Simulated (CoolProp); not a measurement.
Vapour-liquid equilibrium of CH2F2 (R32) (1) + fluoroethane (R161) (2) at -8.45 °C; x and y are mole fractions of (1).

Model: multi-fluid Helmholtz-energy mixture model, Tillner-Roth 1997 and Wu 2012; pair parameters Bell 2016, in CoolProp.

Task: Give the bubble pressure and the first vapour's composition at x = 0.35, 0.425, 0.65. Is there an azeotrope?

Result: x = 0.35: 0.4439 MPa, y = 0.492; x = 0.425: 0.4651 MPa, y = 0.564; x = 0.65: 0.5250 MPa, y = 0.753. No azeotrope shows between x = 0.05 and 0.95.

The pair parameters rest on a limited set of measurements; away from them the model extrapolates.
